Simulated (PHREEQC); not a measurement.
Solution (25 °C): 0.005 mol H3PO4 and 0.052 mol NaOH per kg of water. Closed to the air; pH follows from the charge balance.

The numbers come from PHREEQC with the ion-association model, phreeqc.dat.

| quantity | before | after |
|---|---|---|
| pH | 12.47 | 12.61 |
| ionic strength (mol/kgw) | 0.0650 | 0.0533 |
| HPO4-2 (mol/kgw) | 0.000927 | 7.76e-5 |
| H2PO4- (mol/kgw) | 2.65e-9 | 1.71e-10 |

Problem. What was changed between the two runs?
(A) 0.0043 mol/kgw HBr added
(B) H3PO4 from 0.005 to 0.0005 mol/kgw
(C) diluted 100-fold with water
(D) NaOH left out
(E) H3PO4 replaced by KH2PO4 at the same molality

Solution. B, H3PO4 from 0.005 to 0.0005 mol/kgw

This is a speciation only: nothing precipitates in the calculation.
